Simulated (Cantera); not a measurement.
A closed system holds: 1 mol Fe3O4, 1.2 mol CH4, 1.7 mol N2, equilibrated at 1625 K and 100000 Pa.

Method: chemical equilibrium by Gibbs-energy minimisation in Cantera with the NASA 1993 tables (ideal gas, pure condensed phases). Candidate condensed phases: C, C6H6, C7H8, C8H18, Fe, Fe(CO)5, FeO, Fe(OH)2, Fe(OH)3, Fe2O3, Fe3O4, H2O; 140 gas species. Mutual solubility and eutectic melting of coexisting phases are not modelled. The tables' stoichiometric FeO is somewhat more stable than real wüstite, so its field is too wide. FeO: taken at fixed stoichiometry. Rates play no part.

Base state: N2 0.321, H2 0.309, CO 0.197, H2O 0.144, CO2 0.0296, H 3.92e-5 (mole fractions); condensed: Fe(γ) + FeO(s).

**Question.** What changes in the equilibrium state with this change: temperature from 1625 K to 1298.15 K?

**Answer.** 
```
species       before    after
-----------  -------  -------
H2             0.309    0.341
N2             0.321    0.321
CO             0.197    0.191
H2O            0.144    0.112
CO2           0.0296   0.0355
H            3.92e-5  6.27e-7
NH3          4.25e-6  1.41e-5
Fe(γ), mol      1.12    0.980
FeO(s), mol     1.88     2.02
```

**Question.** What changes in the equilibrium state with this change: temperature from 1625 K to 2500 K?

**Answer.** 
```tsv
species	before	after
N2	0.321	0.308
H2	0.309	0.287
CO	0.197	0.202
Fe	1.73e-6	0.0306
CO2	0.0296	0.0160
H	3.92e-5	0.0135
H2O	0.144	0.141
FeO	5.30e-9	0.000776
O	<1e-9	4.23e-5
NO	1.24e-8	9.17e-5
OH	7.71e-7	0.00137
Fe(OH)2	6.74e-6	0.000322
Fe(γ), mol	1.12	0
FeO(s), mol	1.88	0
Fe(l), mol	0	0.906
FeO(l), mol	0	1.92
```
Each liquid is taken as pure.
